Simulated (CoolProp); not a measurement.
Water at 293.15 K and 0.917 MPa flows at 17 m/s in a round tube of 50 mm bore and 45 µm roughness, fully developed (64/Re and Nu = 3.66 if laminar; Colebrook and Gnielinski if turbulent). Each further row changes one setting.

Values from CoolProp's reference Helmholtz-energy equation of state, Wagner 2002.

| case | Reynolds number | Darcy friction factor | pressure drop (Pa/m) | heat-transfer coefficient (W/(m² K)) | mass flow (kg/h) |
|---|---|---|---|---|---|
| as stated | 848000 | 0.0195 | 56400 | 64900 | 120000 |
| velocity 34 m/s | 1700000 | 0.0193 | 223000 | 129000 | 240000 |
| diameter 100 mm | 1700000 | 0.0166 | 24000 | 58100 | 480000 |

Viscosity comes from a separate model (Huber 2009). Thermal conductivity comes from a separate model (Huber 2012).
